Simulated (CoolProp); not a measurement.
Properties of ethanol along the isobar 8960 kPa.

Computed with CoolProp (reference Helmholtz-energy equation of state, Schroeder 2014).

| T (°C) | phase | density (kg/m³) | Joule-Thomson coefficient (K/MPa) |
|---|---|---|---|
| 215.95 | liquid | 553.9 | 0.4221 |
| 225.25 | liquid | 530.5 | 0.6170 |
| 234.65 | liquid | 501.6 | 0.9468 |
| 243.95 | supercritical | 463.2 | 1.566 |
| 253.35 | supercritical | 403.0 | 2.859 |
| 262.65 | supercritical | 305.7 | 5.479 |
| 272.05 | supercritical | 210.4 | 7.493 |
| 281.35 | supercritical | 168.5 | 7.788 |
| 290.75 | supercritical | 146.4 | 7.428 |
| 300.05 | supercritical | 132.7 | 6.908 |
| 309.45 | supercritical | 122.9 | 6.376 |
| 318.75 | supercritical | 115.5 | 5.884 |
| 328.15 | supercritical | 109.5 | 5.433 |
| 337.45 | supercritical | 104.6 | 5.028 |
| 346.85 | supercritical | 100.4 | 4.659 |
